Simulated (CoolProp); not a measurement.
Vapour-liquid equilibrium of benzene (1) + n-decane (2) at 0.0106 MPa; x and y are mole fractions of (1).

Model: multi-fluid Helmholtz-energy mixture model, Thol 2012 and Lemmon 2006; pair parameters Bell 2016, in CoolProp.

Q: Give the bubble temperature and the first vapour's composition at x = 0.35, 0.8, 0.95. Is there an azeotrope?

A: x = 0.35: 40.5 °C, y = 0.968; x = 0.8: 25.4 °C, y = 0.995; x = 0.95: 22.2 °C, y = 0.999. No azeotrope shows between x = 0.05 and 0.95.

The pair parameters rest on a limited set of measurements; away from them the model extrapolates.
